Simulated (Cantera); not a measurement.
Charge: 1 mol S, 0.28 mol SO2, 0.086 mol O2, held at 2798.15 K and 3000000 Pa.

Cantera equilibrium calculation (NASA polynomials, part measured and part estimated; ideal gas, pure solids and liquids). Candidate condensed phases: S; 10 gas species. The numbers say what is thermodynamically allowed, not how fast it happens.

Base state: S2 0.462, SO2 0.332, SO 0.157, S2O 0.0318, S 0.0167, O2 0.000101, O 9.90e-5, SO3 2.12e-5 (mole fractions); condensed: gas only.

What changes in the equilibrium state with this change: temperature from 2798.15 K to 2625 K?


| species | before | after |
|---|---|---|
| S2 | 0.462 | 0.481 |
| SO2 | 0.332 | 0.358 |
| SO | 0.157 | 0.117 |
| S | 0.0167 | 0.00916 |
| S2O | 0.0318 | 0.0346 |
| O | 9.90e-5 | 2.95e-5 |
| O2 | 0.000101 | 3.83e-5 |
| SO3 | 2.12e-5 | 1.82e-5 |

What changes in the equilibrium state with this change: temperature from 2798.15 K to 3350 K?


```csv
species,before,after
S2,0.462,0.372
SO,0.157,0.296
SO2,0.332,0.236
S,0.0167,0.0705
S2O,0.0318,0.0217
O,9.90e-5,0.00195
O2,0.000101,0.00104
SO3,2.12e-5,2.56e-5
```
